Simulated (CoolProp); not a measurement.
Vapour-liquid equilibrium of R125 (1) + fluoroethane (R161) (2) at 0.985 bar; x and y are mole fractions of (1).

Model: multi-fluid Helmholtz-energy mixture model, Lemmon 2005 and Wu 2012; pair parameters Bell 2016, in CoolProp.

```tsv
x	bubble temperature, mixture model (°C)	bubble temperature, Raoult's law (°C)	y, mixture model	y, Raoult's law
0.05	-38.7	-38.8	0.072	0.079
0.2	-40.5	-40.7	0.292	0.291
0.35	-42.7	-42.5	0.488	0.470
0.5	-44.7	-44.1	0.643	0.623
0.65	-46.3	-45.6	0.762	0.755
0.8	-47.5	-47.0	0.862	0.869
0.95	-48.4	-48.3	0.962	0.969
```

The largest gap from Raoult's law is -0.7 K in bubble temperature, at x = 0.65. No azeotrope shows between x = 0.05 and 0.95.

The pair parameters rest on a limited set of measurements; away from them the model extrapolates. The gap from Raoult's law changes sign with composition, which may be real or a fault of the pair parameters; it wasn't checked against measurements.
